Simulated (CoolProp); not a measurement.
Vapour-liquid equilibrium of p-xylene (1) + n-decane (2) at 88.3 kPa; x and y are mole fractions of (1).

Values from CoolProp's multi-fluid Helmholtz-energy mixture model, Zhou 2012 and Lemmon 2006; pair parameters Bell 2016.

```json
[
 {"x": "0.05", "bubble temperature (°C)": "165.9", "y at the bubble point": "0.115", "dew temperature at overall composition x (°C)": "167.6", "liquid density (mol/L)": "4.381"},
 {"x": "0.2", "bubble temperature (°C)": "158.3", "y at the bubble point": "0.385", "dew temperature at overall composition x (°C)": "163.7", "liquid density (mol/L)": "4.704"},
 {"x": "0.35", "bubble temperature (°C)": "152.0", "y at the bubble point": "0.575", "dew temperature at overall composition x (°C)": "159.4", "liquid density (mol/L)": "5.056"},
 {"x": "0.5", "bubble temperature (°C)": "146.7", "y at the bubble point": "0.715", "dew temperature at overall composition x (°C)": "154.6", "liquid density (mol/L)": "5.445"},
 {"x": "0.65", "bubble temperature (°C)": "142.1", "y at the bubble point": "0.823", "dew temperature at overall composition x (°C)": "149.3", "liquid density (mol/L)": "5.880"},
 {"x": "0.8", "bubble temperature (°C)": "138.0", "y at the bubble point": "0.908", "dew temperature at overall composition x (°C)": "143.1", "liquid density (mol/L)": "6.372"},
 {"x": "0.95", "bubble temperature (°C)": "134.4", "y at the bubble point": "0.979", "dew temperature at overall composition x (°C)": "135.9", "liquid density (mol/L)": "6.934"}
]
```

No azeotrope shows between x = 0.05 and 0.95.

Pair parameters are fitted to limited data, so mixtures are less certain than the pure fluids.
